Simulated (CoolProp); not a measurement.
A simple Rankine cycle with toluene: condensing at 297.15 K, boiler at 3.25 MPa, turbine inlet 574.4 K, turbine efficiency 0.85, pump efficiency 0.6, no recuperator. Each further row changes one setting.

The numbers come from the reference Helmholtz-energy equation of state, Lemmon 2006 in CoolProp. It is a short technical equation, of lower accuracy than the large ones.

```csv
case,thermal efficiency (%),net work (kJ/kg),heat in (kJ/kg),turbine exit temperature (K),volume ratio over the turbine
as stated,27.9,213,763,400.4,1220
turbine inlet 594.4 K,27.9,231,827,429.2,1040
condensing temperature 289.15 K,29.0,225,777,392.3,1840
boiler pressure 2.27 MPa,27.2,221,810,425.6,641
turbine efficiency 0.75,24.5,187,763,417.1,1270
```
